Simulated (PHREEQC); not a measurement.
A solution holds 10 mmol/kgw H2SiF6, at 20 °C. Closed to the air; pH follows from the charge balance.

Equilibrium calculation in PHREEQC: ion-association model, phreeqc.dat.

```tsv
quantity	before	after
pH	1.78	2.74
ionic strength (mol/kgw)	0.0280	0.00256
HF (mol/kgw)	0.00413	0.00153
F- (mol/kgw)	0.000217	0.000646
HF2- (mol/kgw)	3.29e-6	3.64e-6
```

### Question
What was changed between the two runs?
A. H2SiF6 from 0.01 to 0.009 mol/kgw
B. H2SiF6 replaced by KHF2 at the same molality
C. diluted 10-fold with water
D. 0.0032 mol/kgw HBr added
E. H2SiF6 replaced by (CH3)4NF at the same molality

### Answer
C, diluted 10-fold with water

This is a speciation only: nothing precipitates in the calculation. Some of these states are supersaturated (in Quartz (slow to form), Chalcedony (slow to form), for instance). SiF6-2 is the database's only silicon fluoride.
